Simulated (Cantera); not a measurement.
## Carbothermic reduction: Fe2O3 + CH4 + N2

Feed: 1 mol Fe2O3, 0.76 mol CH4, 1 mol N2.

Method: chemical equilibrium by Gibbs-energy minimisation in Cantera with the NASA 1993 tables (ideal gas, pure condensed phases). Candidate condensed phases: C, C6H6, C7H8, C8H18, Fe, Fe(CO)5, FeO, Fe(OH)2, Fe(OH)3, Fe2O3, Fe3O4, H2O; 140 gas species. Each liquid is taken as pure. Mutual solubility and eutectic melting of coexisting phases are not modelled. The tables' stoichiometric FeO is somewhat more stable than real wüstite, so its field is too wide. FeO: taken at fixed stoichiometry. Condensed phases not in the tables: cementite and carbon dissolved in iron. Kinetics and transport are ignored.

Map the stable condensed phases over T = 627, 827, 1027, 1227, 1427, 1627, 1827, 2027, 2227 °C and P in Pa = 10, 42, 180, 750, 3200, 13000, 56000, 240000, 1000000.


```
T in °C \ P in Pa
              10      42     180     750    3200   13000   56000  240000 1000000
   2227        A       A       A       A       B       B       C       C       C
   2027        A       A       A       B       B       C       C       C       C
   1827        A       B       B       B       C       C       C       C       C
   1627        B       B       C       C       C       C       C       C       C
   1427        C       C       C       C       C       C       C       C       C
   1227        C       C       C       C       C       C       C       C       C
   1027        C       C       C       C       C       C       C       C       C
    827        C       C       C       C       C       C       C       C       C
    627        C       C       C       C       C       C       D       D       D
```
A: gas only; B: FeO; C: Fe + FeO; D: C + FeO.
